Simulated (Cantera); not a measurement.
## Hydrogen reduction and annealing atmospheres: FeS + H₂

Feed: 1 mol FeS, 2300 mol H₂, held at 1725 °C and 30.0 Torr.

These are equilibrium values from Cantera (NASA tables, ideal gas, pure condensed phases), not measurements of a reactor. Candidate condensed phases: Fe, FeS, FeS₂, S; 8 gas species. Rates play no part.

- x(H₂): 0.991
- x(H): 0.00799
- x(Fe): 0.000433
- x(H₂S): 0.000244
- x(SH): 0.000147
- x(S): 3.26e-5
- x(S₂): 4.31e-6
- gas amount: 2310 mol
- log10 activity of Fe(l) (absent): -1.31
- log10 activity of S(l) (absent): -4.96
